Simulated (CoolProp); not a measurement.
Vapour-liquid equilibrium of CHF3 (R23) (1) + CH2F2 (R32) (2) at 217.1 K; x and y are mole fractions of (1).

Model: multi-fluid Helmholtz-energy mixture model, Penoncello 2003 and Tillner-Roth 1997; pair parameters Bell 2016, in CoolProp.

Problem. Give the bubble pressure and the first vapour's composition at x = 0.05, 0.45, 0.75. Is there an azeotrope?

Solution. x = 0.05: 0.09521 MPa, y = 0.191; x = 0.45: 0.2120 MPa, y = 0.776; x = 0.75: 0.2981 MPa, y = 0.922. No azeotrope shows between x = 0.05 and 0.95.

The pair parameters rest on a limited set of measurements; away from them the model extrapolates.
